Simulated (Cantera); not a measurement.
Input (Python, Cantera) and output of one run.

```python
import numpy as np
import cantera as ct

gas_names = [...]  # 109 gases of nasa_gas.yaml made of C, Cl, H, Si
cond_names = """
    C(gr) C6H6(L) C7H8(L) C8H18(L),n-octa Si(cr) Si(L) SiC(b)
""".split()


# ... load() reads the species with a 1 bar reference pressure and builds the phases ...
atoms = {
    '(CH3)2SiCl2': {'C': 2, 'H': 6, 'Si': 1, 'CL': 2},
    'C2H2': {'C': 2, 'H': 2},
    'H2': {'H': 2},
}
top_T = {'C(gr)': 4500, 'SiC(b)': 3050}  # K; cautious upper limits of use, not melting points


# ... equilibrate(T, P, feed) seeds the gas with the atoms and calls Mixture.equilibrate('TP', solver="vcs", rtol=1e-11, max_steps=5000) ...
results = []
feed = {'(CH3)2SiCl2': 1, 'C2H2': 0.38, 'H2': 3.5}  # mol
P = 13332.2  # Pa
for T in [1225, 1325, 1425, 1525, 1625, 1725, 1825, 1925, 2025, 2125, 2225, 2325]:
    mix = equilibrate(T, P, feed)
    results.append((T, P, feed, dict(zip(mix.species_names, mix.species_moles))))

top = {s: max(r[3][s] / sum(r[3][g] for g in gas_names) for r in results) for s in gas_names}
cols = sorted((s for s in top if top[s] > 0.0001), key=lambda s: -top[s])[:8]
seen = [c for c in cond_names if any(r[3].get(c, 0) > 1e-12 for r in results)]
print("log10 of partial pressures in bar; condensed amounts in mol")
print(f"{'T/K':>10s}" + "".join(f"{s[:9]:>10s}" for s in cols + seen))
for T, P, feed, n in results:
    ng = sum(n[g] for g in gas_names)
    print(f"{T:10.4g}" + "".join(f"{np.log10(max(n[s] / ng * P / 1e5, 1e-99)):10.3f}" for s in cols)
          + "".join(f"{n.get(c, 0):10.4g}" for c in seen))
```

It prints:

```
log10 of partial pressures in bar; condensed amounts in mol
       T/K        H2       HCL         H     SiCL2     SiCL4        CL C2H2,acet        Si     C(gr)    SiC(b)
      1225    -0.987    -1.541    -7.000    -4.417    -2.924    -7.619    -7.777   -14.170     1.836    0.9158
      1325    -0.996    -1.498    -6.285    -4.036    -3.396    -6.863    -7.066   -12.499     1.794    0.9621
      1425    -0.999    -1.485    -5.666    -3.762    -3.903    -6.238    -6.452   -11.064     1.782    0.9762
      1525    -1.000    -1.483    -5.126    -3.546    -4.384    -5.705    -5.918    -9.820     1.782    0.9762
      1625    -1.000    -1.485    -4.651    -3.367    -4.821    -5.240    -5.449    -8.730     1.789    0.9701
      1725    -0.999    -1.489    -4.231    -3.215    -5.216    -4.831    -5.035    -7.767     1.798    0.9607
      1825    -0.999    -1.495    -3.856    -3.084    -5.575    -4.469    -4.667    -6.911     1.808    0.9487
      1925    -0.999    -1.502    -3.519    -2.973    -5.904    -4.146    -4.338    -6.146      1.82    0.9347
      2025    -0.999    -1.511    -3.215    -2.877    -6.208    -3.856    -4.042    -5.456      1.83    0.9188
      2125    -1.000    -1.521    -2.940    -2.796    -6.492    -3.596    -3.776    -4.833     1.839    0.9008
      2225    -1.003    -1.535    -2.690    -2.728    -6.760    -3.361    -3.536    -4.266     1.845    0.8791
      2325    -1.009    -1.551    -2.463    -2.673    -7.017    -3.149    -3.319    -3.748      1.85    0.8478
```

Method: chemical equilibrium by Gibbs-energy minimisation in Cantera with the NASA 1993 tables (ideal gas, pure condensed phases). The feed counts by its element totals alone. The tables' values for SiCl, SiCl3 are old estimates; treat these amounts as uncertain. Gases not in the tables: Si2H6 and higher silanes.
